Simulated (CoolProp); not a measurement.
Vapour-liquid equilibrium of n-hexane (1) + p-xylene (2) at 0.0415 MPa; x and y are mole fractions of (1).

Computed with CoolProp (multi-fluid Helmholtz-energy mixture model, Thol 2019 and Zhou 2012; pair parameters Bell 2016).

```json
[
 {"x": "0.05", "bubble temperature (K)": "370.0", "y at the bubble point": "0.333", "dew temperature at overall composition x (K)": "379.5", "liquid density (mol/L)": "7.439"},
 {"x": "0.2", "bubble temperature (K)": "349.5", "y at the bubble point": "0.729", "dew temperature at overall composition x (K)": "374.8", "liquid density (mol/L)": "7.539"},
 {"x": "0.35", "bubble temperature (K)": "338.2", "y at the bubble point": "0.857", "dew temperature at overall composition x (K)": "369.4", "liquid density (mol/L)": "7.561"},
 {"x": "0.5", "bubble temperature (K)": "330.8", "y at the bubble point": "0.916", "dew temperature at overall composition x (K)": "362.9", "liquid density (mol/L)": "7.548"},
 {"x": "0.65", "bubble temperature (K)": "325.4", "y at the bubble point": "0.951", "dew temperature at overall composition x (K)": "354.8", "liquid density (mol/L)": "7.516"},
 {"x": "0.8", "bubble temperature (K)": "321.0", "y at the bubble point": "0.975", "dew temperature at overall composition x (K)": "343.8", "liquid density (mol/L)": "7.474"},
 {"x": "0.95", "bubble temperature (K)": "317.2", "y at the bubble point": "0.994", "dew temperature at overall composition x (K)": "325.6", "liquid density (mol/L)": "7.425"}
]
```

No azeotrope shows between x = 0.05 and 0.95.

Pair parameters are fitted to limited data, so mixtures are less certain than the pure fluids.
